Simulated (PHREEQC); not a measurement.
Consider water at 85 °C with 59 mmol/kgw NaOH, 0.52 mmol/kgw H4SiO4 and 0.32 mmol/kgw (CH3)4NCl. Closed to the air; pH follows from the charge balance.

The numbers come from PHREEQC with the ion-association model, phreeqc.dat.

Task: The ionic strength comes out as 0.0594 mol/kgw. What activity coefficients do OH-, Cl-, H3SiO4-, Na+, H2SiO4-2 get?

Result: OH- 0.78, Cl- 0.78, H3SiO4- 0.78, Na+ 0.79, H2SiO4-2 0.41.

This is a speciation only: nothing precipitates in the calculation. (CH3)4N+ isn't in the database: it is added as a free cation with an ion size of 4 Å. Constants without temperature data keep their 25 °C values here.
